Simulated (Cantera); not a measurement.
Feed: 1 mol CH3SiCl3, 0.039 mol C3H8, 1.5 mol H2, at 0.0250 bar.

Equilibrium computed with Cantera from the NASA thermochemical tables; the gas is ideal and each condensed phase is pure. Candidate condensed phases: C, C6H6, C7H8, C8H18, Si, SiC; 109 gas species. The feed counts by its element totals alone. The tables' values for SiCl3, SiCl are old estimates; treat these amounts as uncertain. Gases not in the tables: Si2H6 and higher silanes. Equilibrium is a limit: real reactors are often held back by kinetics, nucleation or transport.

log p: log10 of the partial pressure in bar; n: condensed amount in mol.

```
T (°C)  log p HCl  log p H2  log p SiCl2  log p SiCl4  log p H  log p Cl  n C(graphite)  n SiC(s)
------  ---------  --------  -----------  -----------  -------  --------  -------------  --------
927         -2.00     -1.88        -4.51        -2.77    -7.65     -7.82            [?]     0.678
1077        -1.89     -1.96        -3.78        -3.17    -6.60     -6.61            [?]     0.814
1227        -1.85     -2.00        -3.33        -3.74    -5.75     -5.70            [?]     0.849
1377        -1.86     -2.00        -3.07        -4.41    -5.04     -5.00            [?]     0.811
1527        -1.88     -1.99        -2.90        -5.05    -4.44     -4.45            [?]     0.746
1677        -1.91     -1.97        -2.78        -5.64    -3.93     -3.98            [?]     0.675
1827        -1.94     -1.97        -2.69        -6.18    -3.49     -3.60            [?]     0.604
1977        -1.98     -1.97        -2.64        -6.68    -3.11     -3.27            [?]     0.525
```

Task: Fill in the missing entries.

Result: 
- 927, n C(graphite): 0.438
- 1077, n C(graphite): 0.303
- 1227, n C(graphite): 0.268
- 1377, n C(graphite): 0.306
- 1527, n C(graphite): 0.370
- 1677, n C(graphite): 0.440
- 1827, n C(graphite): 0.507
- 1977, n C(graphite): 0.574
